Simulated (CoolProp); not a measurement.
Vinyl chloride at 293.15 K and 0.268 MPa is throttled through a valve to 0.0904 MPa with no heat exchange. Each further row changes one setting.

The numbers come from the reference Helmholtz-energy equation of state, Thol 2022 in CoolProp.

```csv
case,temperature change (K),final density (kg/m³)
as stated,-5.2,…
outlet pressure 0.0271 MPa,…,…
outlet pressure 0.118 MPa,…,3.15
```

**Question.** Some entries are withheld; supply them.

**Answer.** 
- as stated, final density (kg/m³): 2.40
- outlet pressure 0.0271 MPa, temperature change (K): -7.1
- outlet pressure 0.0271 MPa, final density (kg/m³): 0.716
- outlet pressure 0.118 MPa, temperature change (K): -4.4
